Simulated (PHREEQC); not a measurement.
A solution holds 76 mmol/kgw HF, 28 mmol/kgw CsF and 0.91 mmol/kgw HCl, at 20 °C. Closed to the air; pH follows from the charge balance.

Model: ion-association model, wateq4f.dat, run in PHREEQC.

Precipitation was switched off in this run.

Q: Order these F species by the share of F that they hold, largest first: H2F2, HF2-, F-, HF.

A: HF (51 %), F- (24 %), H2F2 (17 %), HF2- (9.2 %)

The pH is 2.73 and the ionic strength 0.0301 mol/kgw. wateq4f.dat counts part of the HF as a dimer, H2F2, which phreeqc.dat doesn't know; its constant is uncertain.
